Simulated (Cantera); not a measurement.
Cantera run:

```python
import numpy as np
import cantera as ct

gas_names = """
    AL ALH ALO ALOH ALO2 ALO2H AL2 AL2O AL2O2 H HALO HO2 H2 H2O H2O2 O OH O2 O3
""".split()
cond_names = """
    AL(cr) AL(L) AL2O3(a) AL2O3(L) H2O(s) H2O(L)
""".split()


# ... load() reads the species with a 1 bar reference pressure and builds the phases ...
atoms = {
    'Al': {'AL': 1},
    'H2O': {'H': 2, 'O': 1},
    'O2': {'O': 2},
}
top_T = {}  # K; cautious upper limits of use, not melting points


# ... equilibrate(T, P, feed) seeds the gas with the atoms and calls Mixture.equilibrate('TP', solver="vcs", rtol=1e-11, max_steps=5000) ...
results = []
feed = {'Al': 1, 'H2O': 2.9, 'O2': 0.01}  # mol
T = 1350  # K
P = 13332.2  # Pa
mix = equilibrate(T, P, feed)
results.append((T, P, feed, dict(zip(mix.species_names, mix.species_moles))))
x = sorted(zip(gas.X, gas.species_names), reverse=True)
print(f"T = {T:g} K  P = {P:g} Pa  gas = {mix.phase_moles(0):.4g} mol")
print("   x: " + "  ".join(f"{s} {v:.3e}" for v, s in x if v > 1e-05))
print("   condensed (mol): " + ("  ".join(f"{mix.phase(i).name} {mix.phase_moles(i):.4g}"
      for i in range(1, mix.n_phases) if mix.phase_moles(i) > 1e-12) or "none"))
```

It prints:

```
T = 1350 K  P = 13332.2 Pa  gas = 2.9 mol
   x: H2 5.103e-01  H2O 4.897e-01
   condensed (mol): AL2O3(a) 0.5
```

Method: chemical equilibrium by Gibbs-energy minimisation in Cantera with the NASA 1993 tables (ideal gas, pure condensed phases). Gases not in the tables: Al(OH)3.
